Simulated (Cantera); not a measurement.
Feed: 1 mol S, 0.73 mol SO2, 1.3 mol H2, equilibrated at 1.33 mbar.

These are equilibrium values from Cantera (NASA tables, ideal gas, pure condensed phases), not measurements of a reactor. Candidate condensed phases: H2O, H2SO4, S; 19 gas species. Gases not in the tables: S3 to S7. The numbers say what is thermodynamically allowed, not how fast it happens. All values below are at 550 °C.

Base state: H2O 0.501, S2 0.307, H2S 0.0992, SO2 0.0878, H2 0.00356, S2O 0.00150 (mole fractions); condensed: gas only.

**Question.** What changes in the equilibrium state with this change: SO2 from 0.73 to 0.52 mol?

**Answer.** 
```csv
species,before,after
H2O,0.501,0.494
S2,0.307,0.295
H2S,0.0992,0.179
SO2,0.0878,0.0246
S2O,0.00150,0.000773
H2,0.00356,0.00657
```
